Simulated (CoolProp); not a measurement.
Vinyl chloride at several states: Z from the reference equation and from simpler models built on Tc = 425.0 K, pc = 5.600 MPa, ω = 0.160; each cubic takes its own stable root.

Computed with CoolProp (reference Helmholtz-energy equation of state, Thol 2022).

| T (K) | p (MPa) | phase | reference | van der Waals | Redlich-Kwong | Peng-Robinson |
|---|---|---|---|---|---|---|
| 275.1 | 0.194 | liquid | 0.005628 | 0.9710 | 0.9593 | 0.005332 |
| 383.4 | 0.0272 | gas | 0.9978 | 0.9982 | 0.9978 | 0.9975 |
| 425.1 | 2.11 | gas | ? | 0.8754 | ? | 0.8452 |
| 340.5 | 0.0146 | gas | 0.9983 | 0.9987 | 0.9983 | 0.9981 |
| 279.5 | 0.0255 | gas | 0.9944 | 0.9964 | 0.9950 | 0.9945 |
| 140.2 | 0.146 | liquid | 0.006597 | 0.01110 | ? | 0.006655 |

Problem. What belongs in the gaps?

Solution. 
- 425.1, reference: 0.8628
- 425.1, Redlich-Kwong: 0.8590
- 140.2, Redlich-Kwong: 0.007443

At some of these states van der Waals, Redlich-Kwong gives the other phase, because its saturation line lies elsewhere.
